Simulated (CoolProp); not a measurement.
A closed Brayton cycle with carbon dioxide: compressor inlet 310.15 K and 9.4 MPa, high pressure 31.4 MPa, turbine inlet 940 K, compressor efficiency 0.8, turbine efficiency 0.9, recuperator effectiveness 0.95 (on enthalpy, no pinch check). Each further row changes one setting.

Values from CoolProp's reference Helmholtz-energy equation of state, Span 1996.

| case | thermal efficiency (%) | net work (kJ/kg) | compressor to turbine work | compressor exit (K) | turbine exit (K) |
|---|---|---|---|---|---|
| as stated | 42.5 | 143 | 0.21 | 350.0 | 784.2 |
| turbine inlet 890 K | 41.0 | 132 | 0.22 | 350.0 | 739.5 |
| compressor inlet 320.15 K | 40.8 | 125 | 0.31 | 400.5 | 784.2 |
| high pressure 26.7 MPa | 41.2 | 128 | 0.19 | 343.5 | 804.3 |
| recuperator effectiveness 0.5 | 25.0 | 143 | 0.21 | 350.0 | 784.2 |
